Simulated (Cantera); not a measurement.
**Thermodynamics of abatement and gas-phase synthesis, feed HCl + O2**

A closed system holds: 1 mol HCl, 0.11 mol O2, held at 0.00133 bar.

Cantera equilibrium calculation (NASA polynomials, part measured and part estimated; ideal gas, pure solids and liquids). Candidate condensed phases: H2O; 14 gas species. Rates play no part.

From 825 °C to 2025 °C nothing is condensed.

```csv
T (°C),log p HCl,log p Cl,log p H2O,log p O2,log p H,log p H2,log p Cl2,log p OH,log p O
825,-2.95,-5.00,-4.29,-3.96,-13.21,-11.21,-4.34,-8.65,-10.61
925,-2.95,-4.59,-4.35,-3.95,-11.87,-10.29,-4.51,-8.03,-9.60
1025,-2.96,-4.28,-4.35,-3.96,-10.69,-9.44,-4.73,-7.48,-8.75
1125,-2.97,-4.06,-4.27,-3.98,-9.64,-8.64,-5.01,-6.98,-8.03
1225,-2.98,-3.90,-4.17,-4.02,-8.71,-7.89,-5.32,-6.53,-7.42
1325,-3.00,-3.77,-4.06,-4.07,-7.88,-7.21,-5.62,-6.14,-6.89
1425,-3.03,-3.67,-3.97,-4.14,-7.14,-6.61,-5.90,-5.80,-6.43
1525,-3.05,-3.59,-3.90,-4.22,-6.49,-6.07,-6.17,-5.50,-6.03
1625,-3.08,-3.52,-3.84,-4.32,-5.89,-5.58,-6.43,-5.25,-5.69
1725,-3.11,-3.47,-3.80,-4.43,-5.36,-5.14,-6.66,-5.03,-5.39
1825,-3.15,-3.42,-3.79,-4.54,-4.89,-4.76,-6.88,-4.85,-5.13
1925,-3.20,-3.37,-3.82,-4.63,-4.48,-4.45,-7.07,-4.70,-4.89
2025,-3.28,-3.32,-3.89,-4.68,-4.14,-4.23,-7.24,-4.58,-4.65
```
log p: log10 of the partial pressure in bar; nothing condenses.
